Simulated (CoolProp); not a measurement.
Vapour-liquid equilibrium of ethylene (1) + ethane (2) at 2100 kPa; x and y are mole fractions of (1).

Values from CoolProp's multi-fluid Helmholtz-energy mixture model, Smukala 2000 and Bücker 2006; pair parameters Bell 2016.

**Question.** Give the bubble temperature and the first vapour's composition at x = 0.45, 0.65, 0.75. Is there an azeotrope?

**Answer.** x = 0.45: 256.4 K, y = 0.541; x = 0.65: 252.4 K, y = 0.726; x = 0.75: 250.5 K, y = 0.810. No azeotrope shows between x = 0.05 and 0.95.

The pair parameters rest on a limited set of measurements; away from them the model extrapolates.
